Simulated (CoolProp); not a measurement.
Vapour-liquid equilibrium of carbon dioxide (1) + R227EA (2) at -36.95 °C; x and y are mole fractions of (1).

Model: multi-fluid Helmholtz-energy mixture model, Span 1996 and Lemmon 2016; pair parameters Bell 2016, in CoolProp.

| x | bubble pressure, mixture model (MPa) | bubble pressure, Raoult's law (MPa) | y, mixture model | y, Raoult's law |
|---|---|---|---|---|
| 0.05 | 0.08779 | 0.09207 | ? | 0.609 |
| 0.15 | 0.1905 | 0.2005 | ? | 0.840 |
| 0.25 | ? | 0.3089 | 0.893 | 0.908 |
| 0.35 | 0.3976 | 0.4173 | 0.928 | 0.941 |
| 0.45 | ? | 0.5258 | 0.949 | 0.960 |
| 0.55 | ? | 0.6342 | 0.963 | 0.973 |
| 0.65 | 0.7081 | 0.7426 | 0.974 | 0.982 |
| 0.75 | ? | 0.8510 | 0.983 | 0.989 |
| 0.85 | 0.9350 | 0.9595 | ? | 0.994 |
| 0.95 | 1.059 | 1.068 | ? | 0.998 |

Q: Complete the blanks.

A: 
- 0.05, y, mixture model: 0.581
- 0.15, y, mixture model: 0.820
- 0.25, bubble pressure, mixture model (MPa): 0.2944
- 0.45, bubble pressure, mixture model (MPa): 0.5001
- 0.55, bubble pressure, mixture model (MPa): 0.6029
- 0.75, bubble pressure, mixture model (MPa): 0.8181
- 0.85, y, mixture model: 0.991
- 0.95, y, mixture model: 0.997

The largest gap from Raoult's law is -5.0 % in bubble pressure, at x = 0.15. No azeotrope shows between x = 0.05 and 0.95.

Pair parameters are fitted to limited data, so mixtures are less certain than the pure fluids.
